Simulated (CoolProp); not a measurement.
Properties of normal hydrogen along the isotherm 21.3 K (Tc = 33.1 K, pc = 1.296 MPa, ω = -0.219).

Values from CoolProp's reference Helmholtz-energy equation of state, Leachman 2009.

```json
[
 {"p (MPa)": "0.203", "phase": "liquid", "density (kg/m³)": "___", "speed of sound (m/s)": "1096", "Joule-Thomson coefficient (K/MPa)": "-0.8623", "expansivity (1/kK)": "17.88", "viscosity (µPa s)": "12.6", "conductivity (mW/(m K))": "104"},
 {"p (MPa)": "0.405", "phase": "liquid", "density (kg/m³)": "70.16", "speed of sound (m/s)": "1107", "Joule-Thomson coefficient (K/MPa)": "-0.8842", "expansivity (1/kK)": "17.36", "viscosity (µPa s)": "12.8", "conductivity (mW/(m K))": "104"},
 {"p (MPa)": "0.608", "phase": "liquid", "density (kg/m³)": "70.45", "speed of sound (m/s)": "1119", "Joule-Thomson coefficient (K/MPa)": "-0.9048", "expansivity (1/kK)": "16.87", "viscosity (µPa s)": "13.0", "conductivity (mW/(m K))": "105"},
 {"p (MPa)": "0.81", "phase": "liquid", "density (kg/m³)": "70.73", "speed of sound (m/s)": "___", "Joule-Thomson coefficient (K/MPa)": "-0.9241", "expansivity (1/kK)": "16.42", "viscosity (µPa s)": "13.2", "conductivity (mW/(m K))": "105"},
 {"p (MPa)": "1.01", "phase": "liquid", "density (kg/m³)": "71.00", "speed of sound (m/s)": "1139", "Joule-Thomson coefficient (K/MPa)": "-0.9420", "expansivity (1/kK)": "___", "viscosity (µPa s)": "13.4", "conductivity (mW/(m K))": "105"},
 {"p (MPa)": "1.22", "phase": "liquid", "density (kg/m³)": "71.27", "speed of sound (m/s)": "1150", "Joule-Thomson coefficient (K/MPa)": "-0.9598", "expansivity (1/kK)": "15.60", "viscosity (µPa s)": "13.6", "conductivity (mW/(m K))": "106"},
 {"p (MPa)": "1.42", "phase": "liquid", "density (kg/m³)": "71.53", "speed of sound (m/s)": "1160", "Joule-Thomson coefficient (K/MPa)": "-0.9757", "expansivity (1/kK)": "15.24", "viscosity (µPa s)": "13.8", "conductivity (mW/(m K))": "106"},
 {"p (MPa)": "1.62", "phase": "liquid", "density (kg/m³)": "71.77", "speed of sound (m/s)": "1169", "Joule-Thomson coefficient (K/MPa)": "-0.9909", "expansivity (1/kK)": "14.90", "viscosity (µPa s)": "14.0", "conductivity (mW/(m K))": "107"},
 {"p (MPa)": "1.82", "phase": "liquid", "density (kg/m³)": "72.02", "speed of sound (m/s)": "1178", "Joule-Thomson coefficient (K/MPa)": "-1.005", "expansivity (1/kK)": "14.58", "viscosity (µPa s)": "14.2", "conductivity (mW/(m K))": "107"},
 {"p (MPa)": "2.03", "phase": "liquid", "density (kg/m³)": "72.26", "speed of sound (m/s)": "1188", "Joule-Thomson coefficient (K/MPa)": "___", "expansivity (1/kK)": "14.26", "viscosity (µPa s)": "14.4", "conductivity (mW/(m K))": "107"},
 {"p (MPa)": "2.23", "phase": "liquid", "density (kg/m³)": "72.49", "speed of sound (m/s)": "1197", "Joule-Thomson coefficient (K/MPa)": "-1.033", "expansivity (1/kK)": "13.97", "viscosity (µPa s)": "14.6", "conductivity (mW/(m K))": "108"},
 {"p (MPa)": "2.43", "phase": "liquid", "density (kg/m³)": "72.72", "speed of sound (m/s)": "1205", "Joule-Thomson coefficient (K/MPa)": "-1.045", "expansivity (1/kK)": "13.70", "viscosity (µPa s)": "14.8", "conductivity (mW/(m K))": "108"},
 {"p (MPa)": "2.63", "phase": "liquid", "density (kg/m³)": "72.94", "speed of sound (m/s)": "1214", "Joule-Thomson coefficient (K/MPa)": "-1.057", "expansivity (1/kK)": "13.44", "viscosity (µPa s)": "14.9", "conductivity (mW/(m K))": "108"},
 {"p (MPa)": "2.84", "phase": "liquid", "density (kg/m³)": "73.17", "speed of sound (m/s)": "1223", "Joule-Thomson coefficient (K/MPa)": "___", "expansivity (1/kK)": "13.18", "viscosity (µPa s)": "15.1", "conductivity (mW/(m K))": "109"},
 {"p (MPa)": "3.04", "phase": "liquid", "density (kg/m³)": "73.38", "speed of sound (m/s)": "1231", "Joule-Thomson coefficient (K/MPa)": "-1.080", "expansivity (1/kK)": "12.95", "viscosity (µPa s)": "15.3", "conductivity (mW/(m K))": "109"},
 {"p (MPa)": "3.24", "phase": "liquid", "density (kg/m³)": "73.59", "speed of sound (m/s)": "1239", "Joule-Thomson coefficient (K/MPa)": "-1.090", "expansivity (1/kK)": "12.72", "viscosity (µPa s)": "15.5", "conductivity (mW/(m K))": "109"}
]
```

**Question.** Some entries are withheld; supply them.

**Answer.** 
- 0.203, density (kg/m³): 69.86
- 0.81, speed of sound (m/s): 1129
- 1.01, expansivity (1/kK): 16.01
- 2.03, Joule-Thomson coefficient (K/MPa): -1.020
- 2.84, Joule-Thomson coefficient (K/MPa): -1.069

Viscosity comes from a separate model (Muzny 2013). Thermal conductivity comes from a separate model (Assael 2011).
